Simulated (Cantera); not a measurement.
**Ignition delay**

Mixture: 1.86 % C₃H₈, 20.6 % O₂, 77.6 % N₂, at 210000 Pa, adiabatic and at constant volume. Ignition delay is the time to a rise of 400 K.

Cantera simulation using GRI-Mech 3.0 (53 species, 325 reactions); the numbers are that mechanism's predictions, not measurements. GRI-Mech 3.0 was tuned for natural gas; its chemistry of propane as a main component is partial and can be far from experiment.

| T0 (K) | delay (ms) |
|---|---|
| 1275 | 0.902 |
| 1325 | 0.391 |
| 1375 | 0.186 |
| 1425 | 0.0971 |
| 1475 | 0.0552 |
| 1525 | 0.0340 |
| 1575 | 0.0224 |
| 1625 | 0.0157 |
| 1675 | 0.0115 |

```json
{
  "apparent activation energy between 1575 and 1675 K": "150 kJ/mol"
}
```
